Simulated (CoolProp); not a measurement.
Model: reference Helmholtz-energy equation of state, Span 2000, in CoolProp.

Task: Give the vapour pressure (kPa), surface tension (mN/m), vapour viscosity (µPa s), liquid conductivity (mW/(m K)) of saturated nitrogen at 104.7, 110.2, 115.7 K.

Result: 
```tsv
T (K)	p (kPa)	surface tension (mN/m)	vapour viscosity (µPa s)	liquid conductivity (mW/(m K))
104.7	1060	3.19	7.95	90.9
110.2	1480	2.21	8.65	80.0
115.7	2010	1.31	9.58	69.3
```

Viscosity comes from a separate model (Lemmon 2004). Thermal conductivity comes from a separate model (Lemmon 2004). Surface tension comes from a separate correlation (Mulero 2012).
